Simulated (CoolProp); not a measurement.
Model: reference Helmholtz-energy equation of state, Thol 2016, in CoolProp.

Question: Give the vapour pressure (MPa), liquid density (kg/m³), vapour density (kg/m³), enthalpy of vaporisation (kJ/kg) of saturated hexamethyldisiloxane (MM) at 328.6, 341.6, 380.4 K.

Answer: 
```json
[
 {"T (K)": "328.6", "p (MPa)": "0.0219", "liquid density (kg/m³)": "727", "vapour density (kg/m³)": "1.33", "enthalpy of vaporisation (kJ/kg)": "215"},
 {"T (K)": "341.6", "p (MPa)": "0.0359", "liquid density (kg/m³)": "712", "vapour density (kg/m³)": "2.12", "enthalpy of vaporisation (kJ/kg)": "209"},
 {"T (K)": "380.4", "p (MPa)": "0.123", "liquid density (kg/m³)": "667", "vapour density (kg/m³)": "6.79", "enthalpy of vaporisation (kJ/kg)": "189"}
]
```
